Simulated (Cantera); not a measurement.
A Cantera script and what it prints.

```python
import numpy as np
import cantera as ct

gas_names = [...]  # 123 gases of nasa_gas.yaml made of C, H, O, Si
cond_names = """
    C(gr) C6H6(L) C7H8(L) C8H18(L),n-octa H2O(s) H2O(L) Si(cr) Si(L) SiC(b) SiO2(Lqz) SiO2(hqz) SiO2(L)
""".split()


# ... load() reads the species with a 1 bar reference pressure and builds the phases ...
atoms = {
    'Si': {'Si': 1},
    'CO': {'C': 1, 'O': 1},
    'H2': {'H': 2},
}
top_T = {'C(gr)': 4500, 'SiC(b)': 3050}  # K; cautious upper limits of use, not melting points


# ... equilibrate(T, P, feed) seeds the gas with the atoms and calls Mixture.equilibrate('TP', solver="vcs", rtol=1e-11, max_steps=5000) ...
results = []
T = 625  # K
P = 10000  # Pa
for m in [30, 42, 57, 78, 110, 150, 200, 280]:
    feed = {'Si': 1, 'CO': 26, 'H2': m}  # mol
    mix = equilibrate(T, P, feed)
    results.append((T, P, feed, dict(zip(mix.species_names, mix.species_moles))))

top = {s: max(r[3][s] / sum(r[3][g] for g in gas_names) for r in results) for s in gas_names}
cols = sorted((s for s in top if top[s] > 1e-06), key=lambda s: -top[s])[:6]
seen = [c for c in cond_names if any(r[3].get(c, 0) > 1e-12 for r in results)]
print("log10 of partial pressures in bar; condensed amounts in mol")
print(f"{'n(H2)':>10s}" + "".join(f"{s[:9]:>10s}" for s in cols + seen))
for T, P, feed, n in results:
    ng = sum(n[g] for g in gas_names)
    print(f"{feed['H2']:10.4g}" + "".join(f"{np.log10(max(n[s] / ng * P / 1e5, 1e-99)):10.3f}" for s in cols)
          + "".join(f"{n.get(c, 0):10.4g}" for c in seen))
```

Output:

```
log10 of partial pressures in bar; condensed amounts in mol
     n(H2)        H2       H2O       CH4       CO2        CO     C(gr) SiO2(Lqz)
        30    -1.718    -1.340    -1.752    -1.767    -3.462     15.49         1
        42    -1.652    -1.372    -1.619    -1.964    -3.560      12.9         1
        57    -1.603    -1.422    -1.521    -2.163    -3.660     8.755         1
        78    -1.563    -1.493    -1.441    -2.384    -3.770     2.048         1
       110    -1.377    -1.563    -1.520    -3.347    -4.477         0         1
       150    -1.223    -1.715    -1.680    -4.426    -5.250         0         1
       200    -1.147    -1.861    -1.826    -5.168    -5.771         0         1
       280    -1.095    -2.025    -1.990    -5.867    -6.254         0         1
```

These are equilibrium values from Cantera (NASA tables, ideal gas, pure condensed phases), not measurements of a reactor.
